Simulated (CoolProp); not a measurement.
A single-stage vapour-compression cycle with R134a: evaporating at 207.15 K (dew point), condensing at 247.15 K (bubble point), superheat 0 K, subcooling 5 K, compressor efficiency 0.8, no pressure losses. Each further row changes one setting.

Model: reference Helmholtz-energy equation of state, Tillner-Roth 1994, in CoolProp.

| case | cooling COP | pressure ratio | discharge temperature (K) | refrigerating effect (kJ/kg) | volumetric capacity (kJ/m³) |
|---|---|---|---|---|---|
| as stated | 3.69 | 9.57 | 282.3 | 198 | 126 |
| evaporating temperature 212.15 K | 4.41 | 6.82 | 276.4 | 201 | 175 |
| condensing temperature 242.15 K | 4.30 | 7.58 | 274.2 | 204 | 130 |
| subcooling 10 K | 3.81 | 9.57 | 282.3 | 204 | 130 |
| superheat 10 K | 3.64 | 9.57 | 293.5 | 205 | 124 |
| compressor efficiency 0.7 | 3.23 | 9.57 | 291.5 | 198 | 126 |
